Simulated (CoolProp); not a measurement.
Vapour-liquid equilibrium of n-pentane (1) + benzene (2) at 0.731 MPa; x and y are mole fractions of (1).

Values from CoolProp's multi-fluid Helmholtz-energy mixture model, Thol 2019 and Thol 2012; pair parameters Bell 2016.

```
x     bubble temperature (K)  y at the bubble point  dew temperature at overall composition x (K)  liquid density (mol/L)
----  ----------------------  ---------------------  --------------------------------------------  ----------------------
0.05                   428.7                  0.138                                         432.5                   9.077
0.15                   419.0                  0.343                                         428.1                   8.918
0.25                   411.6                  0.484                                         423.5                   8.732
0.35                   405.7                  0.590                                         418.6                   8.534
0.45                   400.9                  0.673                                         413.4                   8.329
0.55                   396.8                  0.743                                         408.0                   8.125
0.65                   393.2                  0.806                                         402.3                   7.924
0.75                   389.9                  0.863                                         396.4                   7.728
0.85                   386.9                  0.918                                         390.7                   7.538
0.95                   384.1                  0.973                                         385.2                   7.356
```

No azeotrope shows between x = 0.05 and 0.95.

The pair parameters rest on a limited set of measurements; away from them the model extrapolates.
